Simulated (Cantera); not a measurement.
Gas mixture: H2O : CH3OH : C2H4 : CO = 0.59 : 0.74 : 0.058 : 0.92 (molar parts), at 33.8 Torr, frozen composition.

Cantera's kinetic-theory transport with the Lennard-Jones parameters of GRI-Mech 3.0, ideal gas; thermal conductivity in the mixture-averaged form. Polar gases are described roughly by these parameters. The composition is frozen, though it would react at the higher temperatures.

D: mixture-averaged diffusion coefficient of that species in the mixture.

```csv
T (K),ρ (kg/m³),cp (J/kg/K),μ (µPa s),λ (mW/m/K),Pr,D (cm²/s) O,D (cm²/s) CH3,D (cm²/s) NH3
400,0.0362,1431,16.4,31.8,0.736,11.4,(withheld),7.28
550,0.0263,1614,21.8,46.8,0.752,20.0,(withheld),13.6
700,0.0207,1785,26.8,62.4,0.767,30.4,(withheld),21.5
850,0.0170,1925,31.5,78.3,0.776,42.4,(withheld),30.8
1000,0.0145,2052,36.0,94.0,0.785,55.9,(withheld),41.4
1150,0.0126,2157,40.1,109,0.790,70.7,(withheld),53.2
```

Question: Fill in the missing entries.

Answer: 
- 400, D (cm²/s) CH3: 7.72
- 550, D (cm²/s) CH3: 13.8
- 700, D (cm²/s) CH3: 21.1
- 850, D (cm²/s) CH3: 29.6
- 1000, D (cm²/s) CH3: 39.2
- 1150, D (cm²/s) CH3: 49.8
